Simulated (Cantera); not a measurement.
What does this Cantera script print?

```python
import numpy as np
import cantera as ct

gas = ct.Solution("gri30.yaml")
gas.TPX = 1500, 100000, {'CO': 1, 'H2': 0.072, 'CH4': 0.1, 'O2': 0.846, 'N2': 3.18}
reactor = ct.IdealGasReactor(gas, energy="on", clone=False)
net = ct.ReactorNet([reactor])
net.rtol, net.atol = 1e-08, 1e-16
show = ['CO', 'H2', 'CH4', 'NO2', 'C2H6', 'H2O2', 'H']
times = np.geomspace(6e-06, 0.7, 14)

steps = ct.SolutionArray(gas, extra=["t"])
rows = []
print(f"{'t/s':>10s}{'T/K':>9s}{'P/Pa':>11s}" + "".join(f"{s:>11s}" for s in show))
for t in times:
    while net.time < t:
        t_next = net.step()
        steps.append(gas.state, t=t_next)
    rows.append([np.interp(t, steps.t, y) for y in (steps.T, steps.P, *steps(*show).X.T)])
    print(f"{t:10.3e}{rows[-1][0]:9.1f}{rows[-1][1]:11.4g}" + "".join(f"{x:11.3e}" for x in rows[-1][2:]))
rate = np.gradient(steps.T, steps.t)
print("integrator steps:", len(steps.t))
if steps.T.max() > steps.T[0] + 200:
    print(f"time of steepest temperature rise: {steps.t[rate.argmax()]:.4e} s")
gas.TPX = 1500, 100000, {'CO': 1, 'H2': 0.072, 'CH4': 0.1, 'O2': 0.846, 'N2': 3.18}
gas.equilibrate("UV")
print(f"equilibrium (UV): T = {gas.T:.1f} K  " + "  ".join(f"{s} {gas[s].X[0]:.3e}" for s in show))
```

Result:

```
       t/s      T/K       P/Pa         CO         H2        CH4        NO2       C2H6       H2O2          H
 6.000e-06   1500.0      1e+05  1.924e-01  1.385e-02  1.924e-02  4.116e-20  2.298e-11  6.374e-10  1.989e-07
 1.472e-05   1500.0      1e+05  1.924e-01  1.385e-02  1.923e-02  1.442e-18  2.232e-09  2.479e-09  7.662e-07
 3.611e-05   1500.2      1e+05  1.923e-01  1.382e-02  1.914e-02  1.871e-16  6.825e-07  1.446e-08  8.572e-06
 8.860e-05   1961.8  1.317e+05  1.575e-01  4.484e-03  3.497e-11  1.400e-09  1.409e-21  2.690e-07  1.591e-02
 2.174e-04   2706.8  1.737e+05  9.621e-02  4.366e-03  9.969e-17  4.286e-07  3.775e-31  1.081e-07  7.225e-03
 5.333e-04   2860.1  1.816e+05  8.578e-02  3.657e-03  2.278e-16  3.207e-06  7.075e-31  1.796e-07  4.606e-03
 1.308e-03   2852.5  1.809e+05  8.546e-02  3.671e-03  2.370e-16  6.331e-06  7.508e-31  1.737e-07  4.460e-03
 3.210e-03   2849.7  1.807e+05  8.538e-02  3.677e-03  2.397e-16  7.304e-06  7.646e-31  1.715e-07  4.416e-03
 7.875e-03   2849.6  1.807e+05  8.538e-02  3.677e-03  2.398e-16  7.335e-06  7.650e-31  1.715e-07  4.414e-03
 1.932e-02   2849.6  1.807e+05  8.538e-02  3.677e-03  2.398e-16  7.335e-06  7.650e-31  1.715e-07  4.414e-03
 4.740e-02   2849.6  1.807e+05  8.538e-02  3.677e-03  2.398e-16  7.335e-06  7.650e-31  1.715e-07  4.414e-03
 1.163e-01   2849.6  1.807e+05  8.538e-02  3.677e-03  2.398e-16  7.335e-06  7.650e-31  1.715e-07  4.414e-03
 2.853e-01   2849.6  1.807e+05  8.538e-02  3.677e-03  2.398e-16  7.335e-06  7.650e-31  1.715e-07  4.414e-03
 7.000e-01   2849.6  1.807e+05  8.538e-02  3.677e-03  2.398e-16  7.335e-06  7.650e-31  1.715e-07  4.414e-03
integrator steps: 1601
time of steepest temperature rise: 8.0621e-05 s
equilibrium (UV): T = 2849.6 K  CO 8.538e-02  H2 3.677e-03  CH4 3.456e-16  NO2 7.335e-06  C2H6 1.567e-30  H2O2 1.715e-07  H 4.414e-03
```

Cantera simulation using GRI-Mech 3.0 (53 species, 325 reactions); the numbers are that mechanism's predictions, not measurements.
